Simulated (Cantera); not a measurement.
Si + HF + H₂ (silicon etching in halogen gases)

Input: 1 mol Si, 17 mol HF, 28 mol H₂, held at 575 K and 13.3 mbar.

Equilibrium computed with Cantera from the NASA thermochemical tables; the gas is ideal and each condensed phase is pure. Candidate condensed phases: Si; 25 gas species. The numbers say what is thermodynamically allowed, not how fast it happens.

| Item | Result |
|---|---|
| x(H₂) | 0.682 |
| x(HF) | 0.295 |
| x(SiF₄) | 0.0227 |
| gas amount | 44.00 mol |
| log10 activity of Si(s) (absent) | -36.79 |
